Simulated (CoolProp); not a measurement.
Properties of fluorine along the isotherm 232 K (Tc = 144.4 K, pc = 5.240 MPa, ω = 0.045).

Model: reference Helmholtz-energy equation of state, de Reuck 1990, in CoolProp.

| p (MPa) | phase | Z | speed of sound (m/s) | expansivity (1/kK) |
|---|---|---|---|---|
| 2.22 | gas | 0.9711 | 262.5 | 4.807 |
| 4.44 | gas | ? | 261.5 | 5.347 |
| 6.67 | supercritical | 0.9189 | 262.1 | 5.904 |
| 8.89 | supercritical | 0.8983 | 264.3 | ? |
| 11.1 | supercritical | 0.8812 | 268.0 | 7.007 |
| 13.3 | supercritical | 0.8676 | ? | 7.481 |
| 15.6 | supercritical | 0.8580 | 280.8 | 7.820 |
| 17.8 | supercritical | 0.8540 | ? | 7.948 |
| 20 | supercritical | 0.8554 | 301.5 | 7.907 |

### Question
Fill in the missing entries.

### Answer

- 4.44, Z: 0.9434
- 8.89, expansivity (1/kK): 6.463
- 13.3, speed of sound (m/s): 273.2
- 17.8, speed of sound (m/s): 290.3
